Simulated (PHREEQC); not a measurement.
KOH is added in steps, without added water, to 1 kg of water holding 0.0066 mol H2SO4, 0.00031 mol AlCl3 and 0.081 mol MnSO4, at 25 °C. The system is closed to oxygen. The system is closed to CO2. Nothing may precipitate in this run.

Base run: PHREEQC, ion-association model, wateq4f.dat. Each further column changes one thing. The table gives Mn+2 (mol/kgw).

```tsv
KOH added (mol)	base	temperature from 25 to 50 °C	H2SO4 from 0.0066 to 0.0099 mol/kgw	AlCl3 from 0.00031 to 6.2e-05 mol/kgw	solids may form
0	0.0461	0.0405	0.0464	0.0460	0.0461
0.01417	0.0444	0.0383	0.0447	0.0440	0.0444
0.02833	0.0362	0.0309	0.0397	0.0356	0.0401
0.04958	0.0249	0.0209	(withheld)	0.0244	0.0338
0.06375	0.0188	(withheld)	0.0214	0.0184	0.0297
0.07792	0.0143	0.0101	0.0162	0.0140	0.0257
0.09208	0.0111	0.00638	(withheld)	0.0109	0.0218
0.1062	0.00886	0.00409	(withheld)	0.00872	0.0180
0.1204	0.00718	0.00284	0.00792	0.00707	0.0142
0.1417	0.00531	0.00190	0.00584	0.00523	0.00868
0.1558	0.00433	(withheld)	0.00478	0.00427	0.00507
0.17	0.00352	(withheld)	0.00390	0.00347	0.00152
```

### Question
Some entries are withheld; supply them.

### Answer

- 0.04958, H2SO4 from 0.0066 to 0.0099 mol/kgw: 0.0280
- 0.06375, temperature from 25 to 50 °C: 0.0150
- 0.09208, H2SO4 from 0.0066 to 0.0099 mol/kgw: 0.0124
- 0.1062, H2SO4 from 0.0066 to 0.0099 mol/kgw: 0.00983
- 0.1558, temperature from 25 to 50 °C: 0.00155
- 0.17, temperature from 25 to 50 °C: 0.00130

In at least one series the solution becomes supersaturated in solids that the run did not let form, among them Gibbsite, Pyrochroite, Basaluminite. At this temperature some constants are extrapolated from 25 °C, and those without enthalpy data are left unchanged.  Solids allowed in the column 'solids may form': Gibbsite, Pyrochroite, Basaluminite, AlumK.
